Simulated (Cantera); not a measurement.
## Equilibrium for silicon epitaxy and polysilicon growth: Si3H8 + HCl + H2

Input: 1 mol Si3H8, 2 mol HCl, 15 mol H2, equilibrated at 0.190 bar.

Cantera equilibrium calculation (NASA polynomials, part measured and part estimated; ideal gas, pure solids and liquids). Candidate condensed phases: Si; 19 gas species. The feed counts by its element totals alone. The tables' values for SiCl3 are old estimates; treat these amounts as uncertain. Rates play no part.

From 975 K to 1575 K the condensed part is Si(s). The main Si-bearing gas is SiCl4 at 975 K and SiCl2 at 1575 K.

| T (K) | log p H2 | log p HCl | log p SiCl4 | log p SiCl2 | log p SiHCl3 | log p SiCl3 | log p SiH2Cl2 | n Si(s) |
|---|---|---|---|---|---|---|---|---|
| 975 | -0.74 | -2.77 | -2.55 | -4.59 | -2.76 | -4.30 | -3.95 | 2.49 |
| 1025 | -0.74 | -2.59 | -2.58 | -4.19 | -2.79 | -4.05 | -3.96 | 2.51 |
| 1075 | -0.74 | -2.44 | -2.63 | -3.84 | -2.83 | -3.83 | -3.97 | 2.54 |
| 1125 | -0.74 | -2.30 | -2.69 | -3.54 | -2.89 | -3.66 | -4.00 | 2.57 |
| 1175 | -0.74 | -2.19 | -2.79 | -3.28 | -2.97 | -3.53 | -4.04 | 2.60 |
| 1225 | -0.75 | -2.10 | -2.92 | -3.06 | -3.08 | -3.44 | -4.11 | 2.63 |
| 1275 | -0.75 | -2.03 | -3.10 | -2.89 | -3.22 | -3.40 | -4.19 | 2.66 |
| 1325 | -0.75 | -1.98 | -3.33 | -2.77 | -3.40 | -3.42 | -4.31 | 2.67 |
| 1375 | -0.75 | -1.95 | -3.61 | -2.68 | -3.61 | -3.48 | -4.44 | 2.68 |
| 1425 | -0.76 | -1.93 | -3.91 | -2.63 | -3.84 | -3.57 | -4.59 | 2.68 |
| 1475 | -0.76 | -1.93 | -4.22 | -2.60 | -4.08 | -3.67 | -4.74 | 2.68 |
| 1525 | -0.76 | -1.92 | -4.53 | -2.57 | -4.31 | -3.79 | -4.89 | 2.68 |
| 1575 | -0.76 | -1.92 | -4.83 | -2.56 | -4.54 | -3.90 | -5.03 | 2.67 |
log p: log10 of the partial pressure in bar; n: condensed amount in mol.
